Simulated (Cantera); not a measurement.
Input: 1 mol CH3Cl, 0.18 mol F2, equilibrated at 1348.15 K and 1.33 mbar.

These are equilibrium values from Cantera (NASA tables, ideal gas, pure condensed phases), not measurements of a reactor. Rates play no part.

```json
[
 {"species": "HF", "before": "0.165", "after": "0.653"},
 {"species": "HCl", "before": "0.459", "after": "0.336"},
 {"species": "H2", "before": "0.376", "after": "0.0102"},
 {"species": "H", "before": "3.89e-5", "after": "6.41e-6"},
 {"species": "Cl", "before": "3.96e-5", "after": "0.000176"},
 {"species": "C(graphite), mol", "before": "1.000", "after": "1.00"}
]
```
Gas species are given as mole fractions.

What was changed between the two runs?
A. 0.3 mol Cl2 added
B. F2 from 0.18 to 0.11 mol
C. temperature from 1348.15 K to 2948 K
D. F2 from 0.18 to 0.97 mol

D, F2 from 0.18 to 0.97 mol
